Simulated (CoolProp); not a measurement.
Properties of oxygen along the isotherm -91.65 °C (Tc = -118.6 °C, pc = 5.046 MPa, ω = 0.022).

Values from CoolProp's reference Helmholtz-energy equation of state, Schmidt 1985.

```json
[
 {"p (MPa)": "3.15", "phase": "gas", "Z": "0.8623", "speed of sound (m/s)": "241.7", "isothermal compressibility (1/MPa)": "0.3722", "viscosity (µPa s)": "14.4", "fugacity coefficient": "0.8758"},
 {"p (MPa)": "6.31", "phase": "supercritical", "Z": "0.7008", "speed of sound (m/s)": "230.0", "isothermal compressibility (1/MPa)": "0.2365", "viscosity (µPa s)": "16.6", "fugacity coefficient": "0.7584"},
 {"p (MPa)": "9.46", "phase": "supercritical", "Z": "0.5412", "speed of sound (m/s)": "241.7", "isothermal compressibility (1/MPa)": "0.1745", "viscosity (µPa s)": "23.4", "fugacity coefficient": "0.6508"},
 {"p (MPa)": "12.6", "phase": "supercritical", "Z": "0.4974", "speed of sound (m/s)": "302.2", "isothermal compressibility (1/MPa)": "0.07186", "viscosity (µPa s)": "33.4", "fugacity coefficient": "0.5654"},
 {"p (MPa)": "15.8", "phase": "supercritical", "Z": "0.5319", "speed of sound (m/s)": "367.4", "isothermal compressibility (1/MPa)": "0.03485", "viscosity (µPa s)": "40.7", "fugacity coefficient": "0.5062"},
 {"p (MPa)": "18.9", "phase": "supercritical", "Z": "0.5842", "speed of sound (m/s)": "419.9", "isothermal compressibility (1/MPa)": "0.02195", "viscosity (µPa s)": "46.0", "fugacity coefficient": "0.4676"},
 {"p (MPa)": "22.1", "phase": "supercritical", "Z": "0.6440", "speed of sound (m/s)": "465.0", "isothermal compressibility (1/MPa)": "0.01561", "viscosity (µPa s)": "50.7", "fugacity coefficient": "0.4401"},
 {"p (MPa)": "25.2", "phase": "supercritical", "Z": "0.7038", "speed of sound (m/s)": "502.4", "isothermal compressibility (1/MPa)": "0.01212", "viscosity (µPa s)": "54.7", "fugacity coefficient": "0.4216"}
]
```

Viscosity comes from a separate model (Lemmon 2004).
